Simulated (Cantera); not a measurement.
A perfectly stirred reactor is fed with NH3 : H2 = 1 : 5 (molar parts), at 100.0 Torr; it is held at 1625 K, and followed from long to short residence time.

Model: the gas-phase N/H chemistry of the illustrative SiF4/NH3 mechanism in the Surface Chemkin manual (1991), integrated in Cantera. Walls and surfaces, which speed up NH3 decomposition in real reactors, are not modelled.

Q: What does this change do: temperature 1625 to 2025 K?

A: 
| quantity | before | after |
|---|---|---|
| x(NH3) at τ = 21.0 s | 0.116 | 0.00123 |
| x(H2) at τ = 21.0 s | 0.862 | 0.924 |
| x(H) at τ = 21.0 s | 0.000102 | 0.00446 |
| x(NH2) at τ = 21.0 s | 3.31e-5 | 1.74e-5 |
| x(N) at τ = 21.0 s | 1.40e-8 | 1.26e-6 |
| x(NH3) at τ = 0.120 s | 0.166 | 0.108 |
| x(H2) at τ = 0.120 s | 0.833 | 0.866 |
| x(H) at τ = 0.120 s | 7.81e-5 | 0.000900 |
| x(NH2) at τ = 0.120 s | 3.77e-5 | 0.000330 |
| x(N) at τ = 0.120 s | 1.00e-8 | 1.06e-6 |

Q: What does this change do: temperature 1625 to 1875 K?

A: 
| quantity | before | after |
|---|---|---|
| x(NH3) at τ = 21.0 s | 0.116 | 0.0103 |
| x(H2) at τ = 21.0 s | 0.862 | 0.922 |
| x(H) at τ = 21.0 s | 0.000102 | 0.00105 |
| x(NH2) at τ = 21.0 s | 3.31e-5 | 3.26e-5 |
| x(N) at τ = 21.0 s | 1.40e-8 | 2.78e-7 |
| x(NH3) at τ = 0.120 s | 0.166 | 0.152 |
| x(H2) at τ = 0.120 s | 0.833 | 0.841 |
| x(H) at τ = 0.120 s | 7.81e-5 | 0.000392 |
| x(NH2) at τ = 0.120 s | 3.77e-5 | 0.000196 |
| x(N) at τ = 0.120 s | 1.00e-8 | 2.69e-7 |
